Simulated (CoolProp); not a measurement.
The numbers come from the reference Helmholtz-energy equation of state, de Reuck 1990 in CoolProp.

Problem. For fluorine, give the phase and the Joule-Thomson coefficient (K/MPa), expansivity (1/kK) at 105 K and 200 bar.

Solution. 
- 105 K and 200 bar: liquid; Joule-Thomson coefficient -0.248, expansivity 4.57
